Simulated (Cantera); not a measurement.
An isothermal, constant-pressure homogeneous reactor starts with NO : N2 = 1 : 3.8 (molar parts), at 1450 K and 750 Torr.

Detailed kinetics in Cantera: GRI-Mech 3.0 (53 species, 325 reactions).

x: mole fraction; the columns are a selection and need not sum to one.

```tsv
t (s)	x NO	x N2O	x O	x NO2	x N2
0.000900	0.208	1.83e-7	4.04e-9	1.81e-7	0.792
0.00419	0.208	8.32e-7	4.71e-9	8.79e-7	0.792
0.0195	0.208	3.48e-6	7.98e-9	4.49e-6	0.792
0.0911	0.208	1.03e-5	2.45e-8	2.56e-5	0.792
0.424	0.208	1.40e-5	6.34e-8	8.30e-5	0.792
1.98	0.207	1.39e-5	7.58e-8	0.000101	0.792
9.21	0.204	1.35e-5	[?]	[?]	0.794
42.9	0.192	1.19e-5	1.93e-7	0.000245	0.800
200	[?]	[?]	[?]	[?]	0.821
```

Question: Some entries are withheld; supply them.

Answer: 
- 9.21, x O: 1.08e-7
- 9.21, x NO2: 0.000144
- 200, x NO: 0.149
- 200, x N2O: 7.14e-6
- 200, x O: 3.52e-7
- 200, x NO2: 0.000351
